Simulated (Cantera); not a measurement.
A closed system holds: 1 mol AlCl3, 2.3 mol N2, 290 mol NH3, equilibrated at 12.0 Torr.

Equilibrium computed with Cantera from the NASA thermochemical tables; the gas is ideal and each condensed phase is pure. Candidate condensed phases: Al, AlCl3, AlN, NH4Cl; 20 gas species. The tables' values for AlCl2 are old estimates; treat these amounts as uncertain. Equilibrium is a limit: real reactors are often held back by kinetics, nucleation or transport.

x: gas mole fraction; n: condensed amount in mol.

```tsv
T (°C)	x H2	x N2	x HCl	x H	x AlCl	x Al	n AlN(s)
1002	0.743	0.252	0.00512	5.02e-6	3.49e-6	7.27e-12	0.994
1102	0.743	0.252	0.00507	___	___	___	0.971
1202	0.743	0.252	0.00480	8.84e-5	0.000288	2.56e-8	0.820
1302	0.743	0.252	0.00372	0.000283	0.00135	6.92e-7	0.192
1402	0.742	0.252	0.00340	0.000791	0.00169	3.52e-6	0
1502	0.741	0.252	0.00341	___	0.00169	___	0
1602	0.739	0.252	0.00343	0.00445	0.00167	3.15e-5	0
```

Task: What belongs in the gaps?

Result: 
- 1502, x H: 0.00197
- 1502, x Al: 1.13e-5
- 1102, x H: 2.34e-5
- 1102, x AlCl: 3.84e-5
- 1102, x Al: 5.83e-10
